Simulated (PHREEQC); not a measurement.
A solution holds 0.0195 mol/kgw HF, 0.0003 mol/kgw NH4HF2, 0.0012 mol/kgw H4SiO4 and 0.0021 mol/kgw HCl, at 68 °C. Closed to the air; pH follows from the charge balance.

The numbers come from PHREEQC with the ion-association model, wateq4f.dat.

Precipitation was switched off in this run.

Problem. Estimate the pH.

Solution. pH 2.35.

Problem. In which forms is F present?

Solution. HF 63 %, SiF6-2 32 %, F- 4.4 %, H2F2 0.8 % of the F.

Complexes and solids missing from the database can't appear. Constants without temperature data keep their 25 °C values here. SiF6-2 is the database's only silicon fluoride.
